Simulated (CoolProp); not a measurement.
Vapour pressure (bar) of dimethyl carbonate: the reference equation beside estimates from Tc = 283.9 °C, pc = 49.09 bar, ω = 0.346.

Model: reference Helmholtz-energy equation of state, Zhou 2011, in CoolProp.

```csv
T (°C),reference,van der Waals,Redlich-Kwong,Soave-Redlich-Kwong,Peng-Robinson
128.25,2.986,11.39,5.460,3.003,2.988
135.35,___,12.43,6.285,3.591,3.567
142.45,4.211,13.52,7.194,4.265,4.229
149.55,4.952,___,8.193,5.032,4.983
156.75,5.801,15.91,9.301,5.913,5.849
163.85,6.743,17.19,10.49,6.892,6.811
170.95,7.797,18.53,11.79,7.990,7.891
178.05,8.971,19.93,13.18,9.216,9.096
185.25,___,21.42,14.72,10.60,10.46
192.35,11.74,22.96,16.34,12.11,11.94
199.45,13.33,24.57,18.08,13.77,13.59
206.55,15.09,26.24,19.95,15.60,15.39
```

**Question.** Fill in the missing entries.

**Answer.** 
- 135.35, reference: 3.558
- 149.55, van der Waals: 14.68
- 185.25, reference: 10.29

Absolute difference from the reference over all 12 rows, mean and median: van der Waals 158.3 and 146.3 %, Redlich-Kwong 55.0 and 53.4 %, Soave-Redlich-Kwong 2.2 and 2.3 %, Peng-Robinson 1.1 and 1.1 %.
